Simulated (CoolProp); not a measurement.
Vapour-liquid equilibrium of benzene (1) + m-xylene (2) at 65.95 °C; x and y are mole fractions of (1).

Model: multi-fluid Helmholtz-energy mixture model, Thol 2012 and Zhou 2012; pair parameters Bell 2016, in CoolProp.

Task: Give the bubble pressure and the first vapour's composition at x = 0.65, 0.85, 0.95. Is there an azeotrope?

Result: x = 0.65: 0.04453 MPa, y = 0.930; x = 0.85: 0.05572 MPa, y = 0.976; x = 0.95: 0.06138 MPa, y = 0.993. No azeotrope shows between x = 0.05 and 0.95.

The pair parameters rest on a limited set of measurements; away from them the model extrapolates. The gap from Raoult's law changes sign with composition, which may be real or a fault of the pair parameters; it wasn't checked against measurements.
